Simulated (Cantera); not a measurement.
Input: 1 mol Pb, 0.47 mol H₂, 0.14 mol N₂, 0.75 mol CO, held at 120 Torr.

Cantera equilibrium calculation (NASA polynomials, part measured and part estimated; ideal gas, pure solids and liquids). Candidate condensed phases: C, C₆H₆, C₇H₈, C₈H₁₈, H₂O, Pb, PbO, PbO₂, Pb₃O₄; 139 gas species. Equilibrium is a limit: real reactors are often held back by kinetics, nucleation or transport.

Task: What share of the Pb ends up in condensed phases as a function of T (K), at 925, 975, 1025, 1075, 1125, 1175, 1225, 1275, 1325, 1375, 1425?

Result: 
| T (K) | Pb condensed (%) | as |
|---|---|---|
| 925 | 100.0 | Pb(l) |
| 975 | 100.0 | Pb(l) |
| 1025 | 100.0 | Pb(l) |
| 1075 | 99.9 | Pb(l) |
| 1125 | 99.8 | Pb(l) |
| 1175 | 99.6 | Pb(l) |
| 1225 | 99.2 | Pb(l) |
| 1275 | 98.4 | Pb(l) |
| 1325 | 96.9 | Pb(l) |
| 1375 | 94.2 | Pb(l) |
| 1425 | 89.5 | Pb(l) |
